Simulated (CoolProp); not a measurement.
Ethylbenzene along the isobar 2.33 MPa: density (kg/m³) from the reference equation and from simpler models built on Tc = 617.1 K, pc = 3.622 MPa, ω = 0.304; each cubic takes its own stable root.

Values from CoolProp's reference Helmholtz-energy equation of state, Zhou 2012.

| T (K) | phase | reference |
|---|---|---|
| 240.6 | liquid | 913.8 |
| 248.9 | liquid | 906.6 |
| 257.3 | liquid | 899.4 |
| 265.6 | liquid | 892.2 |
| 273.9 | liquid | 885.1 |
| 282.2 | liquid | 877.9 |
| 290.5 | liquid | 870.8 |
| 298.9 | liquid | 863.5 |
| 307.2 | liquid | 856.4 |
| 315.5 | liquid | 849.2 |
| 323.8 | liquid | 841.9 |
| 332.2 | liquid | 834.6 |
| 340.5 | liquid | 827.2 |
| 348.8 | liquid | 819.9 |
| 357.1 | liquid | 812.4 |
| 365.4 | liquid | 804.9 |

Task: How far does each simpler model (van der Waals, Redlich-Kwong, Soave-Redlich-Kwong, Peng-Robinson) lie from the reference over these 16 states: mean and median of the absolute difference, and the worst?

Result: 
- van der Waals: mean 42.1 %, median 42.1 %, worst -42.8 % at 240.6 K and 2.33 MPa
- Redlich-Kwong: mean 14.5 %, median 14.4 %, worst -15.0 % at 240.6 K and 2.33 MPa
- Soave-Redlich-Kwong: mean 12.4 %, median 12.3 %, worst -13.8 % at 240.6 K and 2.33 MPa
- Peng-Robinson: mean 1.5 %, median 1.4 %, worst -3.4 % at 240.6 K and 2.33 MPa
